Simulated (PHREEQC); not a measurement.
Model water analysis in mg/L, 20 °C, pH 5.97, pe 10: Na 0.0281; K 0.000453; Ca 0.0277; Mg 0.00076; Cl 0.0316; S(6) as SO4 0.00857; Alkalinity as HCO3 0.0908; Si as SiO2 0.0014; Ni 0.00146; N(5) as NO3 0.000176; Cd 7.12e-05.

Valence states are taken as typed.

Equilibrium calculation in PHREEQC: ion-association model, wateq4f.dat.

Each row changes one thing in this solution. This is a speciation only: nothing precipitates in the calculation.

| case | ionic strength (mol/kgw) | CO2 (mol/kgw) | HCO3- (mol/kgw) | CO3-2 (mol/kgw) | CaHCO3+ (mol/kgw) | NiCO3 (mol/kgw) | SI of Quartz (SiO2) |
|---|---|---|---|---|---|---|---|
| as made | 4.56e-6 | 6.58e-6 | 2.56e-6 | 1.01e-10 | 2.05e-11 | 1.83e-11 | -3.58 |
| all concentrations times 4 at the same typed pH | 1.50e-5 | 1.80e-5 | 7.02e-6 | 2.80e-10 | 2.24e-10 | 1.98e-10 | [?] |
| N(5) from 0.000176 to 0.000352 mg/L | 4.56e-6 | 6.58e-6 | 2.56e-6 | 1.01e-10 | 2.05e-11 | 1.83e-11 | -3.58 |
| Mg from 0.00076 to 0.00152 mg/L | 4.62e-6 | 6.58e-6 | 2.56e-6 | 1.01e-10 | 2.05e-11 | 1.83e-11 | -3.58 |
| pH from 5.97 to 6.47 at the same alkalinity | 3.82e-6 | [?] | 1.81e-6 | [?] | 1.45e-11 | 4.08e-11 | -3.58 |

Question: Complete the blanks.

Answer: 
- all concentrations times 4 at the same typed pH, SI of Quartz (SiO2): -2.98
- pH from 5.97 to 6.47 at the same alkalinity, CO2 (mol/kgw): 1.47e-6
- pH from 5.97 to 6.47 at the same alkalinity, CO3-2 (mol/kgw): 2.26e-10

Species that the database lacks are ignored.
